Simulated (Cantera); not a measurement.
Charge: 1 mol Si, 0.0046 mol H2O, 100 mol N2, equilibrated at 1600 K and 0.00133 bar.

Equilibrium computed with Cantera from the NASA thermochemical tables; the gas is ideal and each condensed phase is pure. Candidate condensed phases: H2O, Si, SiO2, Si2N2O, Si3N4; 35 gas species. Rates play no part.

Base state: N2 1.000, SiO 4.63e-5, H2 4.15e-5, Si 2.70e-5 (mole fractions); condensed: Si3N4(s).

### Question
What changes in the equilibrium state with this change: pressure from 0.00133 bar to 0.000270 bar?

### Answer
```csv
species,before,after
N2,1.000,1.000
Si,2.70e-5,0.000361
SiO,4.63e-5,4.60e-5
H,9.59e-6,1.99e-5
H2,4.15e-5,3.60e-5
"Si3N4(s), mol",0.331,0
"Si(s), mol",0,0.957
```

### Question
What changes in the equilibrium state with this change: Si replaced by SiC?

### Answer
```tsv
species	before	after
N2	1.000	1.000
H2	4.15e-5	4.08e-5
CO	0	2.84e-5
SiO	4.63e-5	1.76e-5
Si	2.70e-5	1.12e-5
Si3N4(s), mol	0.331	0
SiC(s), mol	0	0.997
```
Further candidate phases: C, C6H6, C7H8, C8H18, SiC.
